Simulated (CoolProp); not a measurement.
Vapour-liquid equilibrium of propane (1) + isohexane (2) at 0.0132 MPa; x and y are mole fractions of (1).

Values from CoolProp's multi-fluid Helmholtz-energy mixture model, Lemmon 2009 and Lemmon 2006; pair parameters Bell 2016.

```json
[
 {"x": "0.05", "bubble temperature, mixture model (K)": "248.6", "bubble temperature, Raoult's law (K)": "250.0", "y, mixture model": "0.839", "y, Raoult's law": "0.826"},
 {"x": "0.2", "bubble temperature, mixture model (K)": "219.3", "bubble temperature, Raoult's law (K)": "221.4", "y, mixture model": "0.984", "y, Raoult's law": "0.982"},
 {"x": "0.35", "bubble temperature, mixture model (K)": "209.2", "bubble temperature, Raoult's law (K)": "210.7", "y, mixture model": "0.995", "y, Raoult's law": "0.994"},
 {"x": "0.5", "bubble temperature, mixture model (K)": "203.5", "bubble temperature, Raoult's law (K)": "204.4", "y, mixture model": "0.998", "y, Raoult's law": "0.998"},
 {"x": "0.65", "bubble temperature, mixture model (K)": "199.6", "bubble temperature, Raoult's law (K)": "200.1", "y, mixture model": "0.999", "y, Raoult's law": "0.999"},
 {"x": "0.8", "bubble temperature, mixture model (K)": "196.6", "bubble temperature, Raoult's law (K)": "196.8", "y, mixture model": "0.999", "y, Raoult's law": "1.000"},
 {"x": "0.95", "bubble temperature, mixture model (K)": "194.1", "bubble temperature, Raoult's law (K)": "194.1", "y, mixture model": "1.000", "y, Raoult's law": "1.000"}
]
```

The largest gap from Raoult's law is -2.1 K in bubble temperature, at x = 0.2. No azeotrope shows between x = 0.05 and 0.95.

Pair parameters are fitted to limited data, so mixtures are less certain than the pure fluids.
